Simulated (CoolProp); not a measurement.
Sulfur dioxide at 335.31 K and 1.75 MPa is throttled through a valve to 0.807 MPa with no heat exchange. Each further row changes one setting.

Values from CoolProp's reference Helmholtz-energy equation of state, Gao 2016.

| case | temperature change (K) | final phase | final density (kg/m³) |
|---|---|---|---|
| as stated | -13.7 | two-phase, vapour fraction 0.060 | 286 |
| outlet pressure 0.242 MPa | -50.8 | two-phase, vapour fraction 0.195 | 34.6 |
| outlet pressure 1.05 MPa | -4.0 | two-phase, vapour fraction 0.019 | 696 |
